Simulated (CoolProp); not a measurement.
R1224YDZ at several states: Z from the reference equation and from simpler models built on Tc = 428.7 K, pc = 3.334 MPa, ω = 0.325; each cubic takes its own stable root.

Computed with CoolProp (reference Helmholtz-energy equation of state, Akasaka 2023).

```
T (K)  p (MPa)   phase  reference  Redlich-Kwong  Soave-Redlich-Kwong  Peng-Robinson
-----  -------  ------  ---------  -------------  -------------------  -------------
328.5     9.35  liquid     0.3869              ?               0.4274         0.3793
405.9   0.0268     gas     0.9966         0.9968               0.9967         0.9964
449.7    0.629     gas     0.9429         0.9421               0.9440              ?
183.2      4.2  liquid     0.2481         0.2891                    ?              ?
200.5    0.934  liquid    0.05182        0.06027                    ?        0.05236
310.2     1.32  liquid    0.05711        0.06733              0.06390        0.05646
```

**Question.** Fill in the missing entries.

**Answer.** 
- 328.5, Redlich-Kwong: 0.4434
- 449.7, Peng-Robinson: 0.9372
- 183.2, Soave-Redlich-Kwong: 0.2836
- 183.2, Peng-Robinson: 0.2529
- 200.5, Soave-Redlich-Kwong: 0.05880
